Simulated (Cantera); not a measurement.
Input: 1 mol SF6, 0.074 mol O2, equilibrated at 3298 K and 0.100 bar.

Method: chemical equilibrium by Gibbs-energy minimisation in Cantera with the NASA 1993 tables (ideal gas, pure condensed phases). Candidate condensed phases: S; 25 gas species. Equilibrium is a limit: real reactors are often held back by kinetics, nucleation or transport.

Base state: F 0.852, S 0.118, SO 0.0110, O 0.00953, S2 0.00448, SF 0.00407, SO2 0.000195, O2 0.000110 (mole fractions); condensed: gas only.

Question: What changes in the equilibrium state with this change: SF6 replaced by HBr?

Answer: 
```
species    before    after
-------  --------  -------
Br              0    0.506
H               0    0.316
H2              0   0.0754
F           0.852        0
S           0.118        0
HBr             0   0.0266
OH              0   0.0182
SO         0.0110        0
H2O             0   0.0106
O         0.00953   0.0451
S2        0.00448        0
SF        0.00407        0
SO2      0.000195        0
SF2       4.91e-5        0
Br2             0  4.03e-5
```
Further candidate phases: Br2, H2O.

Question: What changes in the equilibrium state with this change: pressure from 0.100 bar to 13.3 mbar?

Answer: 
```json
[
 {"species": "F", "before": "0.852", "after": "0.843"},
 {"species": "S", "before": "0.118", "after": "0.135"},
 {"species": "O", "before": "0.00953", "after": "0.0176"},
 {"species": "SO", "before": "0.0110", "after": "0.00308"},
 {"species": "SF2", "before": "4.91e-5", "after": "9.75e-7"},
 {"species": "SO2", "before": "0.000195", "after": "1.35e-5"},
 {"species": "SF", "before": "0.00407", "after": "0.000613"},
 {"species": "S2", "before": "0.00448", "after": "0.000779"},
 {"species": "O2", "before": "0.000110", "after": "5.01e-5"}
]
```
